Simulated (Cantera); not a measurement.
An isothermal, constant-pressure homogeneous reactor starts with H2 : O2 : H2O = 0.018 : 1 : 0.021 (molar parts), at 1050 K and 0.00220 bar.

Model: GRI-Mech 3.0 (53 species, 325 reactions), integrated in Cantera. Radical loss at walls, strong at low pressure, is not modelled.

One state of this run: x H2 = 0.000201; x O2 = 0.952; x HO2 = 6.24e-7; x H2O2 = 1.11e-8; x OH = 0.000974; x O = 0.00934. x: mole fraction; the columns are a selection and need not sum to one.

Problem. Which value of t (s) does it belong to?
A) 2.00
B) 2.51e-5
C) 0.399
D) 0.0159

Solution. C, 0.399
